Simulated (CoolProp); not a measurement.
Values from CoolProp's reference Helmholtz-energy equation of state, Thol 2019.

Q: For n-hexane, give the phase and the speed of sound (m/s), Joule-Thomson coefficient (K/MPa), viscosity (µPa s), Prandtl number at 61.05 °C and 0.439 bar; 162.95 °C and 27.6 bar; -17.25 °C and 0.933 bar.

A: 
- 61.05 °C and 0.439 bar: gas; speed of sound 181, Joule-Thomson coefficient 32.9, viscosity 7.00, Prandtl number 0.764
- 162.95 °C and 27.6 bar: liquid; speed of sound 518, Joule-Thomson coefficient 0.132, viscosity 98.3, Prandtl number 3.31
- -17.25 °C and 0.933 bar: liquid; speed of sound 1270, Joule-Thomson coefficient -0.464, viscosity 474, Prandtl number 7.48

Viscosity comes from a separate model (Michailidou 2013). Thermal conductivity comes from a separate model (Assael 2013).
